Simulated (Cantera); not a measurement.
Input (Python, Cantera):

```python
import numpy as np
import cantera as ct

gas = ct.Solution("gri30.yaml")
gas.TPX = 1673, 1333, {'C2H6': 1, 'N2': 120}
reactor = ct.IdealGasConstPressureReactor(gas, energy="off", clone=False)
net = ct.ReactorNet([reactor])
net.rtol, net.atol = 1e-08, 1e-18
show = ['C2H6', 'C2H2', 'C2H4', 'CH2', 'CH3', 'H', 'H2']
times = np.geomspace(0.0006, 300, 13)

steps = ct.SolutionArray(gas, extra=["t"])
rows = []
print(f"{'t/s':>10s}{'T/K':>9s}{'P/Pa':>11s}" + "".join(f"{s:>11s}" for s in show))
for t in times:
    while net.time < t:
        t_next = net.step()
        steps.append(gas.state, t=t_next)
    rows.append([np.interp(t, steps.t, y) for y in (steps.T, steps.P, *steps(*show).X.T)])
    print(f"{t:10.3e}{rows[-1][0]:9.1f}{rows[-1][1]:11.4g}" + "".join(f"{x:11.3e}" for x in rows[-1][2:]))
rate = np.gradient(steps.T, steps.t)
print("integrator steps:", len(steps.t))
if steps.T.max() > steps.T[0] + 200:
    print(f"time of steepest temperature rise: {steps.t[rate.argmax()]:.4e} s")
gas.TPX = 1673, 1333, {'C2H6': 1, 'N2': 120}
gas.equilibrate("TP")
print(f"equilibrium (TP): T = {gas.T:.1f} K  " + "  ".join(f"{s} {gas[s].X[0]:.3e}" for s in show))
```

Output:

```
       t/s      T/K       P/Pa       C2H6       C2H2       C2H4        CH2        CH3          H         H2
 6.000e-04   1673.0       1333  5.619e-03  7.979e-06  5.499e-04  1.214e-05  3.774e-03  2.265e-04  4.674e-04
 1.791e-03   1673.0       1333  1.230e-03  8.439e-04  3.303e-03  3.151e-05  4.681e-03  7.252e-04  4.455e-03
 5.345e-03   1673.0       1333  1.356e-05  5.032e-03  1.954e-03  1.633e-05  1.143e-03  6.499e-04  1.124e-02
 1.595e-02   1673.0       1333  1.042e-06  7.166e-03  3.623e-04  4.702e-06  3.442e-04  3.277e-04  1.416e-02
 4.762e-02   1673.0       1333  2.566e-07  7.679e-03  4.265e-05  1.644e-06  1.582e-04  2.004e-04  1.503e-02
 1.421e-01   1673.0       1333  7.408e-08  7.826e-03  9.816e-06  6.179e-07  8.022e-05  1.345e-04  1.541e-02
 4.243e-01   1673.0       1333  2.262e-08  7.913e-03  3.138e-06  2.514e-07  4.270e-05  9.837e-05  1.566e-02
 1.266e+00   1673.0       1333  7.316e-09  7.982e-03  1.109e-06  1.233e-07  2.392e-05  8.470e-05  1.586e-02
 3.780e+00   1673.0       1333  1.940e-09  8.041e-03  3.647e-07  6.801e-08  1.239e-05  8.960e-05  1.604e-02
 1.128e+01   1673.0       1333  2.484e-10  8.079e-03  1.366e-07  2.890e-08  4.509e-06  1.041e-04  1.615e-02
 3.367e+01   1673.0       1333  1.231e-11  8.089e-03  1.061e-07  7.466e-09  1.020e-06  1.186e-04  1.619e-02
 1.005e+02   1673.0       1333  1.486e-13  8.090e-03  1.045e-07  8.353e-10  1.073e-07  1.257e-04  1.619e-02
 3.000e+02   1673.0       1333  2.006e-14  8.090e-03  1.045e-07  1.702e-10  2.169e-08  1.264e-04  1.620e-02
integrator steps: 1419
equilibrium (TP): T = 1673.0 K  C2H6 5.245e-15  C2H2 7.087e-04  C2H4 9.154e-09  CH2 1.450e-10  CH3 1.847e-08  H 1.264e-04  H2 1.620e-02
```

Detailed kinetics in Cantera: GRI-Mech 3.0 (53 species, 325 reactions). GRI-Mech 3.0 stops at C3 and has no aromatics, soot or wall deposition, so with more carbon than oxygen in the feed, carbon stays in small species such as C2H2 where larger ones or solid carbon would form. Radical loss at walls, strong at low pressure, is not modelled.
